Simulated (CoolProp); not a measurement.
Vapour-liquid equilibrium of chloromethane (R40) (1) + isobutene (2) at 303.8 K; x and y are mole fractions of (1).

Values from CoolProp's multi-fluid Helmholtz-energy mixture model, Thol 2014 and Lemmon 2005; pair parameters Bell 2016.

```json
[
 {"x": "0.05", "bubble pressure, mixture model (MPa)": "0.3838", "bubble pressure, Raoult's law (MPa)": "0.3765", "y, mixture model": "0.100", "y, Raoult's law": "0.090"},
 {"x": "0.125", "bubble pressure, mixture model (MPa)": "0.4158", "bubble pressure, Raoult's law (MPa)": "0.4003", "y, mixture model": "0.225", "y, Raoult's law": "0.212"},
 {"x": "0.2", "bubble pressure, mixture model (MPa)": "0.4452", "bubble pressure, Raoult's law (MPa)": "0.4242", "y, mixture model": "0.329", "y, Raoult's law": "0.320"},
 {"x": "0.275", "bubble pressure, mixture model (MPa)": "0.4723", "bubble pressure, Raoult's law (MPa)": "0.4480", "y, mixture model": "0.417", "y, Raoult's law": "0.416"},
 {"x": "0.35", "bubble pressure, mixture model (MPa)": "0.4976", "bubble pressure, Raoult's law (MPa)": "0.4718", "y, mixture model": "0.495", "y, Raoult's law": "0.503"},
 {"x": "0.425", "bubble pressure, mixture model (MPa)": "0.5215", "bubble pressure, Raoult's law (MPa)": "0.4956", "y, mixture model": "0.566", "y, Raoult's law": "0.582"},
 {"x": "0.5", "bubble pressure, mixture model (MPa)": "0.5443", "bubble pressure, Raoult's law (MPa)": "0.5194", "y, mixture model": "0.631", "y, Raoult's law": "0.653"},
 {"x": "0.575", "bubble pressure, mixture model (MPa)": "0.5660", "bubble pressure, Raoult's law (MPa)": "0.5432", "y, mixture model": "0.692", "y, Raoult's law": "0.718"},
 {"x": "0.65", "bubble pressure, mixture model (MPa)": "0.5870", "bubble pressure, Raoult's law (MPa)": "0.5670", "y, mixture model": "0.750", "y, Raoult's law": "0.777"},
 {"x": "0.725", "bubble pressure, mixture model (MPa)": "0.6074", "bubble pressure, Raoult's law (MPa)": "0.5908", "y, mixture model": "0.806", "y, Raoult's law": "0.832"},
 {"x": "0.8", "bubble pressure, mixture model (MPa)": "0.6272", "bubble pressure, Raoult's law (MPa)": "0.6147", "y, mixture model": "0.860", "y, Raoult's law": "0.883"},
 {"x": "0.875", "bubble pressure, mixture model (MPa)": "0.6466", "bubble pressure, Raoult's law (MPa)": "0.6385", "y, mixture model": "0.914", "y, Raoult's law": "0.929"},
 {"x": "0.95", "bubble pressure, mixture model (MPa)": "0.6657", "bubble pressure, Raoult's law (MPa)": "0.6623", "y, mixture model": "0.966", "y, Raoult's law": "0.973"}
]
```

The largest gap from Raoult's law is +5.5 % in bubble pressure, at x = 0.35. No azeotrope shows between x = 0.05 and 0.95.

The pair parameters rest on a limited set of measurements; away from them the model extrapolates.
